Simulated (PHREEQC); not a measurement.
A solution holds 0.00098 mol/kgw Pb(NO3)2, 0.0091 mol/kgw NaCl and 0.014 mol/kgw Zn(NO3)2, at 15 °C and 100 atm. It is in equilibrium with CO2 at log p = 0 (atm). Otherwise closed; pH follows from the charge balance.

Computed with PHREEQC (ion-association model, phreeqc.dat).

| Item | Result |
|---|---|
| pH | 3.72 |
| ionic strength | 0.0534 mol/kgw |
| specific conductance | 3230 µS/cm |
| density | 1.007 g/cm³ |

```csv
species,molality,activity,log γ
CO2,0.0388,0.0393,0.005
NO3-,0.0298,0.0240,-0.094
Zn+2,0.0138,0.00639,-0.335
Na+,0.00910,0.00750,-0.084
Cl-,0.00891,0.00724,-0.090
Pb+2,0.000714,0.000324,-0.343
H+,0.000223,0.000190,-0.069
PbNO3+,0.000149,0.000122,-0.086
HCO3-,0.000107,8.83e-5,-0.082
ZnCl+,0.000105,8.56e-5,-0.089
ZnHCO3+,8.68e-5,7.12e-5,-0.086
PbCl+,8.67e-5,7.11e-5,-0.086
PbHCO3+,2.89e-5,2.37e-5,-0.086
(CO2)2,1.98e-5,2.00e-5,0.005
PbCl2,9.47e-7,9.58e-7,0.005
NaHCO3,4.26e-7,4.31e-7,0.005
```

Precipitation was switched off in this run. Species that the database lacks are ignored. Under pressure, the constants of complexes without a molar volume in the database are unreliable.
